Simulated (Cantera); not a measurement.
Feed: 1 mol SiCl4, 8.8 mol N2, 6.3 mol H2, 4.3 mol NH3, at 1330 Pa.

These are equilibrium values from Cantera (NASA tables, ideal gas, pure condensed phases), not measurements of a reactor. Candidate condensed phases: NH4Cl, Si, Si3N4; 28 gas species. The tables' values for SiCl, SiCl3, SiN are old estimates; treat these amounts as uncertain. Gases not in the tables: Si2H6 and higher silanes. Rates play no part.

x: gas mole fraction; n: condensed amount in mol.

```
T (°C)   x H2   x N2   x HCl  x SiCl2  x H  n Si3N4(s)
------  -----  -----  ------  -------  ---  ----------
1152    0.432  0.412   0.153  0.00245  [?]       0.309
1227    0.435  0.414   0.144  0.00647  [?]       0.275
1302    0.440  0.416   0.129   0.0137  [?]       0.213
1377    0.446  0.420   0.109   0.0234  [?]       0.131
1452    0.453  0.424  0.0877   0.0335  [?]      0.0426
1527    0.455  0.425  0.0780   0.0381  [?]           0
1602    0.453  0.425  0.0790   0.0373  [?]           0
```

Some entries are withheld; supply them.


- 1152, x H: 3.88e-5
- 1227, x H: 0.000101
- 1302, x H: 0.000239
- 1377, x H: 0.000526
- 1452, x H: 0.00108
- 1527, x H: 0.00209
- 1602, x H: 0.00382
